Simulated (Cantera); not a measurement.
Input: 1 mol Ta, 2.3 mol CO2, 89 mol H2, equilibrated at 1648 K.

Method: chemical equilibrium by Gibbs-energy minimisation in Cantera with the NASA 1993 tables (ideal gas, pure condensed phases). Candidate condensed phases: C, C6H6, C7H8, C8H18, H2O, Ta, TaC, Ta2O5; 113 gas species. Mutual solubility and eutectic melting of coexisting phases are not modelled. TaC: taken at fixed stoichiometry. Condensed phases not in the tables: Ta2C. The numbers say what is thermodynamically allowed, not how fast it happens.

Task: At 100000 Pa, list the 5 most abundant gas species with their mole fractions, and the condensed phases.

Result: H2 0.974, CO 0.0239, H2O 0.00221, H 8.79e-5, CO2 1.69e-5. Condensed: TaC(s) + Ta2O5(s).
